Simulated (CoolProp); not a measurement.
Vapour-liquid equilibrium of R113 (1) + acetone (2) at 7.45 °C; x and y are mole fractions of (1).

The numbers come from the multi-fluid Helmholtz-energy mixture model, Marx 1992 and Lemmon 2006; pair parameters Bell 2016 in CoolProp.

Problem. Give the bubble pressure and the first vapour's composition at x = 0.15, 0.25, 0.55. Is there an azeotrope?

Solution. x = 0.15: 0.1915 bar, y = 0.378; x = 0.25: 0.2120 bar, y = 0.481; x = 0.55: 0.2372 bar, y = 0.635. y crosses x between x = 0.65 and 0.75: the model has an azeotrope there.

Pair parameters are fitted to limited data, so mixtures are less certain than the pure fluids.
